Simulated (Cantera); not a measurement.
An isothermal, constant-pressure homogeneous reactor starts with NH3 : N2 = 1 : 0.83 (molar parts), at 2098 K and 1.00 bar.

Computed with Cantera and the gas-phase N/H chemistry of the illustrative SiF4/NH3 mechanism in the Surface Chemkin manual (1991). Walls and surfaces, which speed up NH3 decomposition in real reactors, are not modelled.

x: mole fraction; the columns are a selection and need not sum to one.

```tsv
t (s)	x NH3	x H	x N	x N2H4	x N2H2
2.00e-6	0.546	1.06e-6	5.94e-12	8.21e-10	3.21e-9
1.25e-5	0.546	…	1.98e-9	3.37e-8	2.18e-7
7.87e-5	0.543	…	4.51e-8	5.46e-7	4.98e-6
0.000493	0.523	…	2.97e-7	5.43e-7	5.76e-6
0.00309	0.417	…	1.08e-6	3.00e-7	4.06e-6
0.0194	0.131	…	1.62e-6	5.49e-8	9.43e-7
0.122	0.00160	0.00209	6.72e-7	7.88e-11	3.18e-9
0.763	8.11e-5	0.00225	4.25e-8	<1e-12	1.13e-11
4.78	1.21e-5	0.00225	6.34e-9	<1e-12	1.52e-12
30.0	4.58e-6	0.00225	2.40e-9	<1e-12	1.33e-12
```

Some entries are withheld; supply them.


- 1.25e-5, x H: 1.15e-6
- 7.87e-5, x H: 4.46e-6
- 0.000493, x H: 2.45e-5
- 0.00309, x H: 0.000119
- 0.0194, x H: 0.000515
